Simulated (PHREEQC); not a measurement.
0.21 g of hydrous ferric oxide (600 m²/g; 0.2 weak and 0.005 strong sites per Fe, Dzombak-Morel constants, diffuse double layer) in 1 kg of water with 0.01 mol/kgw of an inert sodium salt and 0.00065 mol NaF, at 25 °C; the pH is set by adding NaOH or the inert anion's acid. Oxygen is held at 0.21 atm. The system is closed to CO2. Nothing may precipitate in this run.

Base run: PHREEQC, ion-association model, wateq4f.dat. Each further column changes one thing. The table gives F sorbed (%).

| pH | base | background salt from 0.01 to 0.001 mol/kgw | oxide from 0.21 to 1.1 g/kgw | 0.00017 mol/kgw NiCl2 added |
|---|---|---|---|---|
| 3 | 44.9 | 52.5 | 96.4 | 44.6 |
| 3.5 | 47.2 | … | 97.3 | 46.9 |
| 4 | 45.9 | 51.4 | … | 45.7 |
| 5 | 35.9 | 39.3 | … | 35.8 |
| 5.5 | 28.8 | 31.4 | 83.5 | 28.8 |
| 6 | 21.3 | 23.3 | 70.7 | 21.6 |
| 6.5 | 14.2 | 15.6 | 53.3 | 14.9 |
| 7 | 8.2 | 9.0 | 34.3 | 10.1 |
| 8 | 1.6 | 1.7 | 7.9 | 3.5 |
| 8.5 | 0.6 | 0.6 | 3.0 | 1.4 |
| 9 | 0.2 | 0.2 | 1.1 | 0.5 |

### Question
What belongs in the gaps?

### Answer

- 3.5, background salt from 0.01 to 0.001 mol/kgw: 53.9
- 4, oxide from 0.21 to 1.1 g/kgw: 96.9
- 5, oxide from 0.21 to 1.1 g/kgw: 91.2

The oxide is taken as insoluble; below pH 4 it would dissolve. In at least one series the solution becomes supersaturated in solids that the run did not let form, among them Ni(OH)2.
